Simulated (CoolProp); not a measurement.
A single-stage vapour-compression cycle with R115: evaporating at 256.15 K (dew point), condensing at 281.15 K (bubble point), superheat 2 K, subcooling 5 K, compressor efficiency 0.9, no pressure losses. Each further row changes one setting.

Model: reference Helmholtz-energy equation of state, Lemmon 2016, in CoolProp.

```json
[
 {"case": "as stated", "cooling COP": "8.34", "pressure ratio": "2.27", "discharge temperature (K)": "281.2", "refrigerating effect (kJ/kg)": "97.6", "volumetric capacity (kJ/m³)": "1890"},
 {"case": "evaporating temperature 261.15 K", "cooling COP": "10.9", "pressure ratio": "1.90", "discharge temperature (K)": "281.4", "refrigerating effect (kJ/kg)": "100", "volumetric capacity (kJ/m³)": "2310"},
 {"case": "condensing temperature 276.15 K", "cooling COP": "10.8", "pressure ratio": "1.95", "discharge temperature (K)": "276.6", "refrigerating effect (kJ/kg)": "103", "volumetric capacity (kJ/m³)": "1990"},
 {"case": "subcooling 10 K", "cooling COP": "8.78", "pressure ratio": "2.27", "discharge temperature (K)": "281.2", "refrigerating effect (kJ/kg)": "103", "volumetric capacity (kJ/m³)": "1990"},
 {"case": "superheat 12 K", "cooling COP": "8.48", "pressure ratio": "2.27", "discharge temperature (K)": "290.9", "refrigerating effect (kJ/kg)": "105", "volumetric capacity (kJ/m³)": "1930"},
 {"case": "compressor efficiency 0.8", "cooling COP": "7.41", "pressure ratio": "2.27", "discharge temperature (K)": "282.9", "refrigerating effect (kJ/kg)": "97.6", "volumetric capacity (kJ/m³)": "1890"}
]
```

The compression ends wet for: as stated; subcooling 10 K.
